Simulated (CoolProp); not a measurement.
Ethanol along the isobar 3.13 MPa: fugacity coefficient from the reference equation and from simpler models built on Tc = 514.7 K, pc = 6.268 MPa, ω = 0.644; each cubic takes its own stable root.

The numbers come from the reference Helmholtz-energy equation of state, Schroeder 2014 in CoolProp.

| T (K) | phase | reference |
|---|---|---|
| 468.1 | liquid | 0.6908 |
| 481.9 | gas | 0.7933 |
| 495.7 | gas | 0.8213 |
| 509.5 | gas | 0.8444 |
| 523.3 | gas | 0.8638 |
| 537.1 | gas | 0.8802 |
| 551 | gas | 0.8943 |
| 564.8 | gas | 0.9063 |
| 578.6 | gas | 0.9166 |
| 592.4 | gas | 0.9256 |
| 606.2 | gas | 0.9334 |
| 620 | gas | 0.9402 |

How far does each simpler model (van der Waals, Redlich-Kwong, Peng-Robinson) lie from the reference over these 12 states: mean and median of the absolute difference, and the worst?


- van der Waals: mean 3.7 %, median 2.7 %, worst +17.8 % at 468.1 K and 3.13 MPa
- Redlich-Kwong: mean 3.6 %, median 3.5 %, worst +13.1 % at 468.1 K and 3.13 MPa
- Peng-Robinson: mean 3.3 %, median 3.4 %, worst -3.9 % at 523.3 K and 3.13 MPa

At some of these states van der Waals, Redlich-Kwong gives the other phase, because its saturation line lies elsewhere.
